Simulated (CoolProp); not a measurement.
Properties of ammonia along the isotherm 416.9 K (Tc = 405.6 K, pc = 11.36 MPa, ω = 0.256).

The numbers come from the reference Helmholtz-energy equation of state, Gao 2020 in CoolProp.

```
p (MPa)  phase  cp (kJ/(kg K))  cv (kJ/(kg K))  isothermal compressibility (1/MPa)  conductivity (mW/(m K))
-------  -----  --------------  --------------  ----------------------------------  -----------------------
0.018      gas           2.305           1.815                               55.59                     39.7
0.0341     gas           2.307           1.816                               29.36                     39.7
0.0646     gas           2.311           1.818                               15.51                     39.7
0.122      gas           2.319           1.822                               8.226                     39.8
0.232      gas           2.334           1.828                               4.340                     39.8
0.44       gas           2.363           1.841                               2.303                     40.0
0.834      gas           2.421           1.865                               1.230                     40.4
1.58       gas           2.539           1.912                              0.6658                     41.2
3          gas           2.802           2.009                              0.3700                     43.1
5.68       gas           3.517           2.224                              0.2232                     48.8
```

Thermal conductivity comes from a separate model (Tufeu 1984).
